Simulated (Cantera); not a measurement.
Mixture: CH₄ : O₂ : N₂ = 1 : 1.67 : 6.27 (molar parts), at 3680 Torr, adiabatic and at constant pressure. Ignition delay is the time to a rise of 400 K.

Detailed kinetics in Cantera: GRI-Mech 3.0 (53 species, 325 reactions).

### Question
At T0 = 1250 K, what is the delay, and which 6 reactions control it most (d ln τ / d ln k, from doubling and halving each rate constant)?

### Answer
The delay is 5.96 ms.
```csv
reaction,d ln τ / d ln k,faster rate
2 CH3 (+M) <=> C2H6 (+M),0.55,lengthens it
CH3 + O2 <=> CH2O + OH,-0.34,shortens it
CH3 + O2 <=> CH3O + O,-0.33,shortens it
CH2O + O2 <=> HCO + HO2,-0.33,shortens it
CH3 + HO2 <=> CH3O + OH,-0.31,shortens it
CH4 + H <=> CH3 + H2,0.24,lengthens it
```
